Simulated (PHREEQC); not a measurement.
**Brine: an equilibrium model**

Make-up at 25 °C: 2.3 mol/kgw HCl, 0.06 mol/kgw BaCl2 and 0.82 mol/kgw KBr. Closed to the air; pH follows from the charge balance.

Computed with PHREEQC (Pitzer model, pitzer.dat).

No solid was allowed to form.

**Question.** Estimate the pH, activity of water.

**Answer.** pH -0.80; activity of water 0.864.

In brines, pH and single-ion activities rest on the MacInnes convention.
